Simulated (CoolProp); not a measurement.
The numbers come from the reference Helmholtz-energy equation of state, Lemmon 2006 in CoolProp. It is a short technical equation, of lower accuracy than the large ones.

Give the vapour pressure (MPa), vapour density (kg/m³), liquid viscosity (µPa s), vapour viscosity (µPa s) of saturated n-nonane at 175.65, 188.45, 213.95 °C.


```tsv
T (°C)	p (MPa)	vapour density (kg/m³)	liquid viscosity (µPa s)	vapour viscosity (µPa s)
175.65	0.188	7.08	174	7.98
188.45	0.250	9.37	158	8.20
213.95	0.419	15.8	131	8.67
```

Viscosity comes from a separate model (Huber 2004).
